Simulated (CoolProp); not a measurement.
Properties of n-pentane at several states.

Computed with CoolProp (reference Helmholtz-energy equation of state, Thol 2019).

```
T (°C)  p (kPa)          phase        Z  cp (kJ/(kg K))  expansivity (1/kK)  viscosity (µPa s)  Prandtl number
------  -------  -------------  -------  --------------  ------------------  -----------------  --------------
201.05     5290  supercritical   0.2543           3.845               8.038               28.2            1.44
300.45      741            gas   0.9621           2.841               2.005               12.6           0.691
-96.85      166         liquid  0.01113           1.966               1.225                487            6.11
```

Viscosity comes from a separate model (Quiñones-Cisneros 2006), older than the equation that it now runs on, and unchecked against measurements. Thermal conductivity comes from a separate model (Vassiliou 2015).
